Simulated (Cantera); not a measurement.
A freely propagating, adiabatic, planar premixed flame of CO : H2 : CH4 : O2 : N2 : CO2 = 1 : 1 : 0.1 : 0.857 : 3.09 : 0.13 (molar parts), equivalence ratio 1.4, unburnt at 525 K and 100.0 Torr; mixture-averaged transport, grid criteria slope 0.08 and curve 0.16, no radiation.

Model: GRI-Mech 3.0 (53 species, 325 reactions), integrated in Cantera. Burning velocities carry a grid error of a few per cent, more on coarse grids.

Problem. What does this change do: H2 1 to 1.3 parts?

Solution. 
```
quantity                    before     after
------------------------  --------  --------
laminar burning velocity  361 cm/s  401 cm/s
thermal thickness          3.62 mm   3.44 mm
peak x(C2H)                  <1e-8     <1e-8
peak x(C2H2)               5.73e-7   7.30e-7
```

Problem. What does this change do: inlet temperature 525 to 648 K?

Solution. 
```json
[
 {"quantity": "laminar burning velocity", "before": "361 cm/s", "after": "530 cm/s"},
 {"quantity": "thermal thickness", "before": "3.62 mm", "after": "3.75 mm"},
 {"quantity": "peak x(C2H)", "before": "<1e-8", "after": "<1e-8"},
 {"quantity": "peak x(C2H2)", "before": "5.73e-7", "after": "6.76e-7"}
]
```
